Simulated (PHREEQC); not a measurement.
3.7 g of hydrous ferric oxide (600 m²/g; 0.2 weak and 0.005 strong sites per Fe, Dzombak-Morel constants, diffuse double layer) in 1 kg of water with 0.05 mol/kgw of an inert sodium salt and 0.00089 mol/kgw MgCl2, at 25 °C; the pH is set by adding NaOH or the inert anion's acid. O2 is buffered at 0.21 atm. No CO2 enters from the air. Precipitation was switched off in this run.

All values are PHREEQC results (ion-association model, wateq4f.dat), not measurements.

```tsv
pH	Mg sorbed (%)	surface charge σ (C/m²)	surface potential ψ (mV)
3	0.0	0.359	166
3.67	0.0	0.327	162
4.33	0.0	0.263	151
5	0.0	0.185	134
5.67	0.0	0.118	111
6.33	0.5	0.069	85
7	7.8	0.036	56
7.67	53.5	0.015	28
8.33	93.7	-0.001	-1
9	99.6	-0.019	-34
9.67	100.0	-0.045	-66
10.33	100.0	-0.082	-94
11	100.0	-0.136	-118
```

The oxide is taken as insoluble; below pH 4 it would dissolve.
